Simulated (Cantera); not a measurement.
## Mg(OH)2 + H2 + O2 (calcination and drying)

Input: 1 mol Mg(OH)2, 6.4 mol H2, 0.5 mol O2, held at 325 °C and 1.20 bar.

Method: chemical equilibrium by Gibbs-energy minimisation in Cantera with the NASA 1993 tables (ideal gas, pure condensed phases). Candidate condensed phases: H2O, Mg, MgO, Mg(OH)2; 15 gas species. Rates play no part.

| Property | Result |
|---|---|
| x(H2) | 0.730 |
| x(H2O) | 0.270 |
| n(MgO(s)) | 1.00 mol |
| gas amount | 7.400 mol |
| log10 activity of Mg(s) (absent) | -27.74 |
